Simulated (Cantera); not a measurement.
A perfectly stirred reactor is fed with 6.41 % CH₄, 1.15 % CO, 19.4 % O₂, 73.0 % N₂, equivalence ratio 0.69, at 8.50 bar; it is adiabatic with a 450 K inlet, and is followed from long to short residence time, starting on the burning branch (τ in s: 0.18, 0.084, 0.04, 0.019, 0.009, 0.0043, 0.002, 0.00096, 0.00046, 0.00022, 0.0001, 4.9e-05, 2.3e-05).

Computed with Cantera and GRI-Mech 3.0 (53 species, 325 reactions).

### Question
Predict: blow-out, bracketed by the residence times tried; x(CH₄) at τ = 0.180 s; x(CO) at τ = 0.180 s; x(O₂) at τ = 0.180 s; x(OH) at τ = 0.180 s; x(CO₂) at τ = 0.180 s; x(CH₄) at τ = 2.00 ms; x(CO) at τ = 2.00 ms; x(O₂) at τ = 2.00 ms; x(OH) at τ = 2.00 ms; x(CO₂) at τ = 2.00 ms.

### Answer
| Quantity | Value |
|---|---|
| blow-out, bracketed by the residence times tried | burning at 0.100 ms, out at 49.0 µs |
| x(CH₄) at τ = 0.180 s | 1.19e-6 |
| x(CO) at τ = 0.180 s | 0.000122 |
| x(O₂) at τ = 0.180 s | 0.0603 |
| x(OH) at τ = 0.180 s | 0.000816 |
| x(CO₂) at τ = 0.180 s | 0.0759 |
| x(CH₄) at τ = 2.00 ms | 5.01e-5 |
| x(CO) at τ = 2.00 ms | 0.00140 |
| x(O₂) at τ = 2.00 ms | 0.0610 |
| x(OH) at τ = 2.00 ms | 0.00148 |
| x(CO₂) at τ = 2.00 ms | 0.0745 |
